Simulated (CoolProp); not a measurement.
Hydrogen chloride at 293.15 K and 1.53 MPa is compressed adiabatically to 7.18 MPa with isentropic efficiency 0.9. Each further row changes one setting.

The numbers come from the reference Helmholtz-energy equation of state, Thol 2018 in CoolProp.

| case | work (kJ/kg) | final temperature (K) | final density (kg/m³) |
|---|---|---|---|
| as stated | 129 | 472.7 | 73.4 |
| efficiency 1 | 116 | 459.3 | 76.4 |
| efficiency 0.65 | 179 | 526.1 | 63.8 |
